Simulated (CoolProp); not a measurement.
Properties of n-hexane along the isotherm 87.95 °C.

Model: reference Helmholtz-energy equation of state, Thol 2019, in CoolProp.

```json
[
 {"p (MPa)": "2.34", "phase": "liquid", "density (kg/m³)": "598.0", "cp (kJ/(kg K))": "(withheld)"},
 {"p (MPa)": "4.68", "phase": "liquid", "density (kg/m³)": "(withheld)", "cp (kJ/(kg K))": "2.541"},
 {"p (MPa)": "7.02", "phase": "liquid", "density (kg/m³)": "606.2", "cp (kJ/(kg K))": "(withheld)"},
 {"p (MPa)": "9.37", "phase": "liquid", "density (kg/m³)": "609.9", "cp (kJ/(kg K))": "2.519"},
 {"p (MPa)": "11.7", "phase": "liquid", "density (kg/m³)": "613.4", "cp (kJ/(kg K))": "2.510"},
 {"p (MPa)": "14", "phase": "liquid", "density (kg/m³)": "616.7", "cp (kJ/(kg K))": "2.503"},
 {"p (MPa)": "16.4", "phase": "liquid", "density (kg/m³)": "619.9", "cp (kJ/(kg K))": "(withheld)"},
 {"p (MPa)": "18.7", "phase": "liquid", "density (kg/m³)": "(withheld)", "cp (kJ/(kg K))": "(withheld)"},
 {"p (MPa)": "21.1", "phase": "liquid", "density (kg/m³)": "(withheld)", "cp (kJ/(kg K))": "2.484"},
 {"p (MPa)": "23.4", "phase": "liquid", "density (kg/m³)": "628.6", "cp (kJ/(kg K))": "2.479"},
 {"p (MPa)": "25.8", "phase": "liquid", "density (kg/m³)": "631.4", "cp (kJ/(kg K))": "(withheld)"},
 {"p (MPa)": "28.1", "phase": "liquid", "density (kg/m³)": "633.9", "cp (kJ/(kg K))": "2.470"},
 {"p (MPa)": "30.4", "phase": "liquid", "density (kg/m³)": "636.4", "cp (kJ/(kg K))": "2.466"}
]
```

**Question.** Fill in the missing entries.

**Answer.** 
- 2.34, cp (kJ/(kg K)): 2.555
- 4.68, density (kg/m³): 602.2
- 7.02, cp (kJ/(kg K)): 2.529
- 16.4, cp (kJ/(kg K)): 2.495
- 18.7, density (kg/m³): 622.9
- 18.7, cp (kJ/(kg K)): 2.489
- 21.1, density (kg/m³): 625.9
- 25.8, cp (kJ/(kg K)): 2.474
